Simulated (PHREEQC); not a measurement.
0.05 mol of Fluorite (CaF2) is brought to equilibrium with 1 kg of water holding 30 mmol/kgw NaCl, at 25 °C, the pH being set by adding NaOH or HCl. Oxygen is held at 0.21 atm. CO2 from the air is kept out. Only these solids could form: Fluorite, Portlandite.

Equilibrium calculation in PHREEQC: ion-association model, wateq4f.dat.

| pH | dissolved Ca (mol/kgw) | dissolved F (mol/kgw) | HF (mol/kgw) | CaOH+ (mol/kgw) |
|---|---|---|---|---|
| 3 | 0.000444 | 0.000888 | 0.000488 | 4.52e-14 |
| 3.56 | 0.000314 | 0.000628 | [?] | 1.17e-13 |
| 4.12 | 0.000274 | 0.000547 | 4.69e-5 | 3.71e-13 |
| 4.69 | 0.000262 | 0.000524 | 1.29e-5 | 1.32e-12 |
| 5.25 | 0.000259 | 0.000517 | 3.58e-6 | 4.73e-12 |
| 5.81 | 0.000258 | 0.000516 | [?] | 1.71e-11 |
| 6.38 | 0.000258 | 0.000515 | 2.66e-7 | [?] |
| 6.94 | 0.000258 | 0.000515 | [?] | 2.31e-10 |
| 7.5 | 0.000258 | 0.000515 | 2.02e-8 | [?] |
| 8.06 | 0.000258 | 0.000515 | 5.55e-9 | [?] |
| 8.62 | 0.000258 | 0.000515 | 1.53e-9 | 1.10e-8 |
| 9.19 | 0.000258 | 0.000515 | 4.12e-10 | 4.10e-8 |
| 9.75 | 0.000258 | 0.000515 | [?] | 1.49e-7 |
| 10.31 | 0.000258 | 0.000516 | 3.13e-11 | [?] |
| 10.88 | 0.000259 | 0.000518 | 8.44e-12 | 2.00e-6 |
| 11.44 | 0.000264 | 0.000527 | 2.35e-12 | 7.13e-6 |
| 12 | 0.000278 | 0.000557 | 6.67e-13 | 2.45e-5 |

Task: What belongs in the gaps?

Result: 
- 3.56, HF (mol/kgw): 0.000159
- 5.81, HF (mol/kgw): 9.87e-7
- 6.38, CaOH+ (mol/kgw): 6.36e-11
- 6.94, HF (mol/kgw): 7.32e-8
- 7.5, CaOH+ (mol/kgw): 8.38e-10
- 8.06, CaOH+ (mol/kgw): 3.04e-9
- 9.75, HF (mol/kgw): 1.13e-10
- 10.31, CaOH+ (mol/kgw): 5.40e-7

Species that the database lacks are ignored.
